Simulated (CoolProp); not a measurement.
Vapour-liquid equilibrium of propane (1) + R134a (2) at -6.25 °C; x and y are mole fractions of (1).

Model: multi-fluid Helmholtz-energy mixture model, Lemmon 2009 and Tillner-Roth 1994; pair parameters Bell 2016, in CoolProp.

**Question.** Give the bubble pressure and the first vapour's composition at x = 0.2, 0.35, 0.5. Is there an azeotrope?

**Answer.** x = 0.2: 426.2 kPa, y = 0.509; x = 0.35: 466.2 kPa, y = 0.580; x = 0.5: 480.1 kPa, y = 0.615. y crosses x between x = 0.65 and 0.8: the model has an azeotrope there.

The pair parameters rest on a limited set of measurements; away from them the model extrapolates. With so large a gap from Raoult's law the liquid may split in two, which this calculation doesn't test in full.
